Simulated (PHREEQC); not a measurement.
Dissolve 3.6 mmol/kgw ZnCl2, 62 mmol/kgw KCl and 5.3 mmol/kgw CO2 at 25 °C. Closed to the air; pH follows from the charge balance.

The numbers come from PHREEQC with the ion-association model, phreeqc.dat.

```json
{
  "pH": "4.27",
  "ionic_strength": "0.0723 mol/kgw",
  "specific_conductance": "8640 µS/cm",
  "density": "1.000 g/cm³"
}
```

```
species  molality  activity   log γ
-------  --------  --------  ------
Cl-        0.0689    0.0544  -0.103
K+         0.0620    0.0488  -0.104
CO2       0.00524   0.00532   0.007
Zn+2      0.00332   0.00138  -0.381
ZnCl+    0.000256  0.000203  -0.101
H+        6.41e-5   5.37e-5  -0.076
HCO3-     5.44e-5   4.39e-5  -0.093
ZnCl2     1.13e-5   1.15e-5   0.007
ZnHCO3+   9.57e-6   7.65e-6  -0.097
ZnCl3-    8.90e-7   7.05e-7  -0.101
(CO2)2    5.11e-7   5.20e-7   0.007
ZnCl4-2   4.62e-8   1.92e-8  -0.381
ZnOHCl    4.55e-8   4.63e-8   0.007
ZnOH+     3.52e-8   2.82e-8  -0.097
ZnCO3     1.04e-8   1.06e-8   0.007
```

This is a speciation only: nothing precipitates in the calculation. Species that the database lacks are ignored.
